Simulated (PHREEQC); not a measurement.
**Leach liquor: an equilibrium model**

Solution (25 °C): 0.037 mol HCl, 0.14 mol Li2SO4 and 0.00018 mol Na2SO4 per kg of water. Closed to the air; pH follows from the charge balance.

All values are PHREEQC results (ion-association model, phreeqc.dat), not measurements.

This is a speciation only: nothing precipitates in the calculation.

### Question
What pH, density, ionic strength does the model give?

### Answer
pH 2.04; density 1.011 g/cm³; ionic strength 0.358 mol/kgw.

### Question
In which forms is Li present?

### Answer
Li+ 91 %, LiSO4- 8.7 % of the Li.
